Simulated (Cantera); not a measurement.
Input: 1 mol C2H2, 0.89 mol H2O, 6.4 mol H2, held at 13.3 mbar.

Cantera equilibrium calculation (NASA polynomials, part measured and part estimated; ideal gas, pure solids and liquids). Candidate condensed phases: C, C6H6, C7H8, C8H18, H2O; 110 gas species. Equilibrium is a limit: real reactors are often held back by kinetics, nucleation or transport.

Problem. What share of the C ends up in condensed phases as a function of T (K), at 1248, 1398, 1548, 1698, 1848, 1998, 2148, 2298, 2448, 2598, 2748, 2898, 3048?

Solution. 
```tsv
T (K)	C condensed (%)	as
1248	55.5	C(graphite)
1398	55.5	C(graphite)
1548	55.5	C(graphite)
1698	55.4	C(graphite)
1848	55.3	C(graphite)
1998	54.9	C(graphite)
2148	53.9	C(graphite)
2298	52.1	C(graphite)
2448	48.9	C(graphite)
2598	43.7	C(graphite)
2748	35.1	C(graphite)
2898	12.6	C(graphite)
3048	0.0	-
```
